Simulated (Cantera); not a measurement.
# Thermodynamics of boron, boron nitride and boron oxide, feed B2O3 + H2 + N2 + O2

Input: 1 mol B2O3, 50 mol H2, 0.12 mol N2, 0.087 mol O2, equilibrated at 0.110 bar.

Method: chemical equilibrium by Gibbs-energy minimisation in Cantera with the NASA 1993 tables (ideal gas, pure condensed phases). Candidate condensed phases: B, BN, B2O3, B3O3H3, H2O; 39 gas species. Gases not in the tables: H3BO3. The numbers say what is thermodynamically allowed, not how fast it happens.

From 1025 K to 1625 K the condensed part is B2O3(l). The share of B in condensed phases is highest at 1025 K (100.0 %) and lowest at 1625 K (53.7 %).

```csv
T (K),x H2,x HBO2,x HBO,x H2O,x N2,x B2O3,n B2O3(l)
1025,0.994,7.75e-6,1.58e-8,0.00347,0.00239,9.78e-11,1.000
1075,0.994,1.99e-5,7.74e-8,0.00346,0.00239,8.51e-10,0.999
1125,0.994,4.69e-5,3.27e-7,0.00345,0.00239,6.06e-9,0.999
1175,0.994,0.000102,1.22e-6,0.00342,0.00239,3.63e-8,0.997
1225,0.994,0.000206,4.09e-6,0.00337,0.00239,1.86e-7,0.995
1275,0.994,0.000391,1.25e-5,0.00328,0.00239,8.36e-7,0.990
1325,0.994,0.000698,3.52e-5,0.00314,0.00239,3.33e-6,0.981
1375,0.993,0.00117,9.32e-5,0.00293,0.00239,1.20e-5,0.968
1425,0.993,0.00187,0.000234,0.00265,0.00239,3.90e-5,0.945
1475,0.992,0.00282,0.000558,0.00234,0.00239,0.000117,0.909
1525,0.990,0.00411,0.00126,0.00205,0.00239,0.000326,0.848
1575,0.986,0.00594,0.00266,0.00187,0.00238,0.000847,0.738
1625,0.980,0.00867,0.00514,0.00184,0.00237,0.00207,0.537
```
x: gas mole fraction; n: condensed amount in mol.
